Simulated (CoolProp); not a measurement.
Vapour-liquid equilibrium of ethylene (1) + n-butane (2) at 0.0215 MPa; x and y are mole fractions of (1).

The numbers come from the multi-fluid Helmholtz-energy mixture model, Smukala 2000 and Bücker 2006; pair parameters Bell 2016 in CoolProp.

| x | bubble temperature (°C) | y at the bubble point | dew temperature at overall composition x (°C) | liquid density (mol/L) |
|---|---|---|---|---|
| 0.05 | -84.5 | 0.966 | -36.3 | 12.04 |
| 0.15 | -101.6 | 0.994 | -38.4 | 12.92 |
| 0.25 | -107.3 | 0.997 | -40.7 | 13.66 |
| 0.35 | -111.0 | 0.998 | -43.3 | 14.44 |
| 0.45 | -114.1 | 0.999 | -46.2 | 15.28 |
| 0.55 | -116.9 | 0.999 | -49.6 | 16.19 |
| 0.65 | -119.5 | 1.000 | -53.7 | 17.18 |
| 0.75 | -121.8 | 1.000 | -58.9 | 18.26 |
| 0.85 | -123.9 | 1.000 | -66.2 | 19.43 |
| 0.95 | -125.5 | 1.000 | -80.1 | 20.69 |

No azeotrope shows between x = 0.05 and 0.95.

The pair parameters rest on a limited set of measurements; away from them the model extrapolates. The gap from Raoult's law changes sign with composition, which may be real or a fault of the pair parameters; it wasn't checked against measurements.
